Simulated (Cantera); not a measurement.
Feed: 1 mol FeS₂, 150 mol H₂, 2.8 mol N₂, held at 1000 K and 630 Torr.

Method: chemical equilibrium by Gibbs-energy minimisation in Cantera with the NASA 1993 tables (ideal gas, pure condensed phases). Candidate condensed phases: Fe, FeS, FeS₂, S; 16 gas species. FeS: taken at fixed stoichiometry. Equilibrium is a limit: real reactors are often held back by kinetics, nucleation or transport.

Base state: H₂ 0.975, N₂ 0.0183, H₂S 0.00654, NH₃ 6.37e-5 (mole fractions); condensed: FeS(s).

### Question
What changes in the equilibrium state with this change: temperature from 1000 K to 1575 K?

### Answer
```csv
species,before,after
H₂,0.975,0.969
N₂,0.0183,0.0183
H₂S,0.00654,0.0129
SH,4.36e-8,0.000120
H,2.45e-9,4.46e-5
S₂,2.91e-9,3.20e-5
NH₃,6.37e-5,5.41e-6
"FeS(s), mol",1.00,0
"Fe(γ), mol",0,1.000
```
